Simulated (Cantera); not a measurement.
A freely propagating, adiabatic, planar premixed flame of H2 : O2 : N2 = 1 : 0.893 : 4.2 (molar parts), unburnt at 400 K and 5400 Torr; mixture-averaged transport, grid criteria slope 0.08 and curve 0.16, no radiation.

Detailed kinetics in Cantera: the H2/O2 subset of GRI-Mech 3.0, which has no nitrogen chemistry. The hydrogen kinetics of GRI-Mech 3.0 are dated; newer H2 mechanisms differ, most at raised pressure. Burning velocities carry a grid error of a few per cent, more on coarse grids. Lean hydrogen flames are cellular in practice and burn faster than this planar one.

### Question
How do the results move with these cheaper or finer settings: unity-Lewis-number transport; multicomponent transport; multicomponent+Soret transport; grid criteria slope 0.5, curve 1; grid criteria slope 0.25, curve 0.5; grid criteria slope 0.03, curve 0.06?

### Answer
```tsv
setting	laminar burning velocity	thermal thickness	peak x(O)	peak x(H)	grid points
as above	14.9 cm/s	0.159 mm	0.000333	0.000205	113
unity-Lewis-number transport	46.8 cm/s	0.0617 mm	0.00118	0.00147	108
multicomponent transport	15.5 cm/s	0.156 mm	0.000345	0.000215	116
multicomponent+Soret transport	14.9 cm/s	0.160 mm	0.000336	0.000204	115
grid criteria slope 0.5, curve 1	7.77 cm/s	0.304 mm	0.000129	6.25e-5	40
grid criteria slope 0.25, curve 0.5	10.1 cm/s	0.242 mm	0.000178	9.24e-5	46
grid criteria slope 0.03, curve 0.06	15.2 cm/s	0.152 mm	0.000353	0.000221	257
```
The base run took roughly 2.3 core-seconds.
Unity Lewis numbers drop preferential diffusion, which matters most where H2 and H carry the flame; Soret adds thermal diffusion.
